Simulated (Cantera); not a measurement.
Input: 1 mol Fe₂O₃, 0.047 mol H₂O, at 550000 Pa.

These are equilibrium values from Cantera (NASA tables, ideal gas, pure condensed phases), not measurements of a reactor. Candidate condensed phases: Fe, FeO, Fe(OH)₂, Fe(OH)₃, Fe₂O₃, Fe₃O₄, H₂O; 12 gas species. Kinetics and transport are ignored. All values below are at 1350 K.

Base state: H₂O 1.000, H₂ 2.25e-5, O₂ 1.50e-5 (mole fractions); condensed: Fe₂O₃(s).

Q: What changes in the equilibrium state with this change: pressure from 550000 Pa to 2100 Pa?

A: 
| species | before | after |
|---|---|---|
| H₂O | 1.000 | 0.996 |
| O₂ | 1.50e-5 | 0.00393 |
| OH | 3.48e-6 | 5.62e-5 |
| H₂ | 2.25e-5 | 2.24e-5 |
| Fe₂O₃(s), mol | 1.000 | 0.999 |
| Fe₃O₄(s), mol | 0 | 0.000741 |
Mutual solubility and eutectic melting of coexisting phases are not modelled.
